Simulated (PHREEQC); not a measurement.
Metal-bearing waste water (model solution)

Dissolve 17 mmol/kgw ZnSO4 and 26 mmol/kgw CaCl2 at 25 °C. Closed to the air; pH follows from the charge balance.

Model: ion-association model, phreeqc.dat, run in PHREEQC.

Each row changes one thing in this solution. Precipitation was switched off in this run.

| case | pH | ionic strength (mol/kgw) | Ca+2 (mol/kgw) | Zn+2 (mol/kgw) | SO4-2 (mol/kgw) | CaSO4 (mol/kgw) | SI of Gypsum (CaSO4:2H2O) |
|---|---|---|---|---|---|---|---|
| as made | 5.56 | 0.113 | 0.0216 | 0.0128 | 0.00877 | 0.00443 | -0.01 |
| temperature from 25 to 40 °C | 5.44 | 0.111 | 0.0214 | 0.0123 | 0.00860 | 0.00461 | -0.03 |
| diluted 2-fold with water | 5.69 | 0.0586 | 0.0111 | 0.00672 | 0.00495 | 0.00192 | -0.38 |

Away from 25 °C the constants follow the database's enthalpies or fits; those with neither stay at their 25 °C values.
